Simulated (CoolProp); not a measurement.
Vapour-liquid equilibrium of CHF3 (R23) (1) + CH2F2 (R32) (2) at -81.35 °C; x and y are mole fractions of (1).

Computed with CoolProp (multi-fluid Helmholtz-energy mixture model, Penoncello 2003 and Tillner-Roth 1997; pair parameters Bell 2016).

| x | bubble pressure (MPa) | y at the bubble point | dew pressure at overall composition x (MPa) | liquid density (mol/L) |
|---|---|---|---|---|
| 0.05 | 0.02154 | 0.249 | 0.01772 | 24.60 |
| 0.15 | 0.03068 | 0.525 | … | 24.15 |
| 0.25 | 0.03975 | … | 0.02156 | 23.71 |
| 0.35 | … | 0.767 | 0.02417 | 23.28 |
| 0.45 | 0.05757 | 0.831 | … | 22.85 |
| 0.55 | 0.06630 | 0.879 | 0.03190 | 22.43 |
| 0.65 | 0.07494 | 0.915 | 0.03795 | 22.02 |
| 0.75 | 0.08353 | 0.944 | … | 21.61 |
| 0.85 | 0.09214 | 0.969 | … | … |
| 0.95 | … | 0.990 | 0.08541 | 20.81 |

Problem. Complete the blanks.

Solution. 
- 0.15, dew pressure at overall composition x (MPa): 0.01945
- 0.25, y at the bubble point: 0.674
- 0.35, bubble pressure (MPa): 0.04872
- 0.45, dew pressure at overall composition x (MPa): 0.02751
- 0.75, dew pressure at overall composition x (MPa): 0.04677
- 0.85, dew pressure at overall composition x (MPa): 0.06074
- 0.85, liquid density (mol/L): 21.21
- 0.95, bubble pressure (MPa): 0.1009

No azeotrope shows between x = 0.05 and 0.95.

Pair parameters are fitted to limited data, so mixtures are less certain than the pure fluids.
